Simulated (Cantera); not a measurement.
A Cantera script and what it prints.

```python
import numpy as np
import cantera as ct

gas_names = [...]  # 49 gases of nasa_gas.yaml made of Cl, F, H, N, Si
cond_names = """
    NH4CL(a) NH4CL(b) Si(cr) Si(L) Si3N4(a)
""".split()


# ... load() reads the species with a 1 bar reference pressure and builds the phases ...
atoms = {
    'Si3N4': {'Si': 3, 'N': 4},
    'HCl': {'H': 1, 'CL': 1},
    'HF': {'H': 1, 'F': 1},
}
top_T = {'Si3N4(a)': 2400}  # K; cautious upper limits of use, not melting points


# ... equilibrate(T, P, feed) seeds the gas with the atoms and calls Mixture.equilibrate('TP', solver="vcs", rtol=1e-11, max_steps=5000) ...
results = []
P = 350  # Pa
for T in [823, 873, 923, 973, 1023, 1073, 1123, 1173, 1223, 1273, 1323, 1373, 1423]:
    for m in [5.6, 7.8, 11, 15, 22, 30, 43, 60, 84]:
        feed = {'Si3N4': 1, 'HCl': m, 'HF': 3.2}  # mol
        mix = equilibrate(T, P, feed)
        results.append((T, P, feed, dict(zip(mix.species_names, mix.species_moles))))

for T, P, feed, n in results:
    print(f"{T:7g} {feed['HCl']:10.4g}  " + (" + ".join(c for c in cond_names if n.get(c, 0) > 1e-12) or "gas only"))
```

Output:

```
    823        5.6  Si3N4(a)
    823        7.8  Si3N4(a)
    823         11  Si3N4(a)
    823         15  Si3N4(a)
    823         22  gas only
    823         30  gas only
    823         43  gas only
    823         60  gas only
    823         84  gas only
    873        5.6  Si3N4(a)
    873        7.8  Si3N4(a)
    873         11  Si3N4(a)
    873         15  Si3N4(a)
    873         22  gas only
    873         30  gas only
    873         43  gas only
    873         60  gas only
    873         84  gas only
    923        5.6  Si3N4(a)
    923        7.8  Si3N4(a)
    923         11  Si3N4(a)
    923         15  Si3N4(a)
    923         22  gas only
    923         30  gas only
    923         43  gas only
    923         60  gas only
    923         84  gas only
    973        5.6  Si3N4(a)
    973        7.8  Si3N4(a)
    973         11  Si3N4(a)
    973         15  Si3N4(a)
    973         22  gas only
    973         30  gas only
    973         43  gas only
    973         60  gas only
    973         84  gas only
   1023        5.6  Si3N4(a)
   1023        7.8  Si3N4(a)
   1023         11  Si3N4(a)
   1023         15  Si3N4(a)
   1023         22  gas only
   1023         30  gas only
   1023         43  gas only
   1023         60  gas only
   1023         84  gas only
   1073        5.6  Si3N4(a)
   1073        7.8  Si3N4(a)
   1073         11  Si3N4(a)
   1073         15  Si3N4(a)
   1073         22  gas only
   1073         30  gas only
   1073         43  gas only
   1073         60  gas only
   1073         84  gas only
   1123        5.6  Si3N4(a)
   1123        7.8  Si3N4(a)
   1123         11  Si3N4(a)
   1123         15  Si3N4(a)
   1123         22  gas only
   1123         30  gas only
   1123         43  gas only
   1123         60  gas only
   1123         84  gas only
   1173        5.6  Si3N4(a)
   1173        7.8  Si3N4(a)
   1173         11  Si3N4(a)
   1173         15  Si3N4(a)
   1173         22  gas only
   1173         30  gas only
   1173         43  gas only
   1173         60  gas only
   1173         84  gas only
   1223        5.6  Si3N4(a)
   1223        7.8  Si3N4(a)
   1223         11  Si3N4(a)
   1223         15  Si3N4(a)
   1223         22  gas only
   1223         30  gas only
   1223         43  gas only
   1223         60  gas only
   1223         84  gas only
   1273        5.6  Si3N4(a)
   1273        7.8  Si3N4(a)
   1273         11  Si3N4(a)
   1273         15  Si3N4(a)
   1273         22  gas only
   1273         30  gas only
   1273         43  gas only
   1273         60  gas only
   1273         84  gas only
   1323        5.6  Si3N4(a)
   1323        7.8  Si3N4(a)
   1323         11  Si3N4(a)
   1323         15  Si3N4(a)
   1323         22  gas only
   1323         30  gas only
   1323         43  gas only
   1323         60  gas only
   1323         84  gas only
   1373        5.6  Si3N4(a)
   1373        7.8  Si3N4(a)
   1373         11  Si3N4(a)
   1373         15  gas only
   1373         22  gas only
   1373         30  gas only
   1373         43  gas only
   1373         60  gas only
   1373         84  gas only
   1423        5.6  Si3N4(a)
   1423        7.8  Si3N4(a)
   1423         11  gas only
   1423         15  gas only
   1423         22  gas only
   1423         30  gas only
   1423         43  gas only
   1423         60  gas only
   1423         84  gas only
```

Cantera equilibrium calculation (NASA polynomials, part measured and part estimated; ideal gas, pure solids and liquids). The tables' values for SiCl3, SiF2, SiF3 are old estimates.
